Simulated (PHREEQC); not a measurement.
0.51 g of hydrous ferric oxide (600 m²/g; 0.2 weak and 0.005 strong sites per Fe, Dzombak-Morel constants, diffuse double layer) in 1 kg of water with 0.01 mol/kgw of an inert sodium salt and 0.00011 mol/kgw Na2SO4 and 7.1e-05 mol/kgw SrCl2, at 25 °C; the pH is set by adding NaOH or the inert anion's acid. Oxygen is held at 0.21 atm. The system is closed to CO2. No solid was allowed to form.

The series has 13 steps of pH, from 4 to 12.

Model: ion-association model, wateq4f.dat, run in PHREEQC.

Q: Near which pH is half of the S sorbed, and on which side is more sorbed?

A: Near pH 6.6, with more sorbed at lower pH.

Q: Near which pH is half of the Sr sorbed, and on which side is more sorbed?

A: Near pH 8.7, with more sorbed at higher pH.
